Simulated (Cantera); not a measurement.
A freely propagating, adiabatic, planar premixed flame of CH4 : O2 : N2 : H2O = 1 : 2 : 7.52 : 0.82 (molar parts), equivalence ratio 1.0, unburnt at 548 K and 1.80 bar; mixture-averaged transport, grid criteria slope 0.08 and curve 0.16, no radiation.

Cantera simulation using GRI-Mech 3.0 (53 species, 325 reactions); the numbers are that mechanism's predictions, not measurements. Burning velocities carry a grid error of a few per cent, more on coarse grids.

Predict: laminar burning velocity; thermal thickness; peak x(C2H6); peak x(HCO); peak x(HO2); peak x(CH2).


| Quantity | Result |
|---|---|
| laminar burning velocity | 67.9 cm/s |
| thermal thickness | 0.278 mm |
| peak x(C2H6) | 0.000883 |
| peak x(HCO) | 2.91e-5 |
| peak x(HO2) | 0.000171 |
| peak x(CH2) | 4.27e-5 |
